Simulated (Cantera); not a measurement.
Feed: 1 mol SiH2Cl2, 0.82 mol HCl, 30 mol N2, held at 825 °C and 26000 Pa.

These are equilibrium values from Cantera (NASA tables, ideal gas, pure condensed phases), not measurements of a reactor. Candidate condensed phases: NH4Cl, Si, Si3N4; 28 gas species. N2 is the only nitrogen source here; it is nearly inert below about 1500 K, so the nitride shown seldom forms there in practice. The tables' values for SiCl3 are old estimates; treat these amounts as uncertain. Rates play no part.

Task: What is the equilibrium state?

Result: 
| Quantity | Value |
|---|---|
| x(N2) | 0.920 |
| x(HCl) | 0.0582 |
| x(H2) | 0.0149 |
| x(SiCl4) | 0.00740 |
| x(SiHCl3) | 2.75e-5 |
| x(SiCl3) | 2.43e-5 |
| x(SiCl2) | 1.12e-6 |
| n(Si3N4(s)) | 0.254 mol |
| gas amount | 32.07 mol |
| log10 activity of Si(s) (absent) | -5.62 |
